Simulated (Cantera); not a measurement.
Input: 1 mol AlN, 3.3 mol HCl, 57 mol H₂, held at 1123 K and 3.20 Pa.

Cantera equilibrium calculation (NASA polynomials, part measured and part estimated; ideal gas, pure solids and liquids). Candidate condensed phases: Al, AlCl₃, AlN, NH₄Cl; 20 gas species. The tables' values for AlCl₂ are old estimates; treat these amounts as uncertain. Kinetics and transport are ignored.

Base state: H₂ 0.956, HCl 0.0321, AlCl₃ 0.00703, N₂ 0.00410, AlCl 0.000843, AlCl₂ 0.000335 (mole fractions); condensed: AlN(s).

Q: What changes in the equilibrium state with this change: HCl from 3.3 to 4.5 mol?

A: 
```csv
species,before,after
H₂,0.956,0.943
HCl,0.0321,0.0391
AlCl₃,0.00703,0.0108
N₂,0.00410,0.00601
AlCl₂,0.000335,0.000417
AlCl,0.000843,0.000855
"AlN(s), mol",0.505,0.260
```
